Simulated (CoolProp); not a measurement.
The fluid at 293.15 K and 4.94 MPa flows at 0.25 m/s in a round tube of 50 mm bore and 15 µm roughness, fully developed (64/Re and Nu = 3.66 if laminar; Colebrook and Gnielinski if turbulent). The same conditions are run with several fluids, on thermodynamics alone (safety and materials aside).

Values from CoolProp's reference Helmholtz-energy equation of state of each fluid (C2F6 (R116): Lemmon 2006; CF4 (R14): Platzer 1990; methane: Setzmann 1991; nitrogen: Span 2000; normal hydrogen: Leachman 2009). The equations of Platzer and Polt are older, rougher fits.

Q: Rank C2F6 (R116), CF4 (R14), methane, nitrogen, normal hydrogen by Reynolds number, highest first.

A: C2F6 (R116) (148000), CF4 (R14) (129000), nitrogen (38800), methane (37200), normal hydrogen (5610)

| fluid | Darcy friction factor | pressure drop (Pa/m) | heat-transfer coefficient (W/(m² K)) | mass flow (kg/h) |
|---|---|---|---|---|
| C2F6 (R116) | 0.0184 | 12.0 | 515 | 1850 |
| CF4 (R14) | 0.0187 | 2.59 | 113 | 390 |
| methane | 0.0232 | 0.517 | 70.7 | 63.0 |
| nitrogen | 0.0230 | 0.822 | 51.2 | 101 |
| normal hydrogen | 0.0365 | 0.0906 | 66.9 | 7.01 |

Transport values come from each fluid's own correlations; those of C2F6 (R116), CF4 (R14) are estimates that may be off by 10 % or more.
